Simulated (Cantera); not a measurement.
Input: 1 mol Si, 0.7 mol CO2, 14 mol H2, equilibrated at 40.0 mbar.

Cantera equilibrium calculation (NASA polynomials, part measured and part estimated; ideal gas, pure solids and liquids). Candidate condensed phases: C, C6H6, C7H8, C8H18, H2O, Si, SiC, SiO2; 123 gas species. Mutual solubility and eutectic melting of coexisting phases are not modelled. The tables hold silica as quartz up to 1696 K and as liquid above; real silica turns to tridymite and cristobalite and melts near 1996 K. Rates play no part.

Q: Which condensed phases are stable at each of these points (T (K)): 1225, 1275, 1325, 1375, 1425, 1475, 1525, 1575, 1625, 1675, 1725?

A: 
```tsv
T (K)	condensed phases	Si condensed (%)
1225	C(graphite) + SiC(s) + SiO2(β-quartz)	100.0
1275	C(graphite) + SiC(s) + SiO2(β-quartz)	100.0
1325	SiC(s) + SiO2(β-quartz)	100.0
1375	SiC(s) + SiO2(β-quartz)	99.8
1425	SiC(s) + SiO2(β-quartz)	99.3
1475	SiC(s) + SiO2(β-quartz)	97.4
1525	SiC(s) + SiO2(β-quartz)	91.0
1575	SiC(s) + SiO2(β-quartz)	71.7
1625	SiC(s) + SiO2(β-quartz)	19.3
1675	SiC(s)	15.0
1725	SiC(s)	15.0
```

From 1225 K to 1275 K the condensed part is C(graphite) + SiC(s) + SiO2(β-quartz). From 1325 K to 1625 K the condensed part is SiC(s) + SiO2(β-quartz). From 1675 K to 1725 K the condensed part is SiC(s).
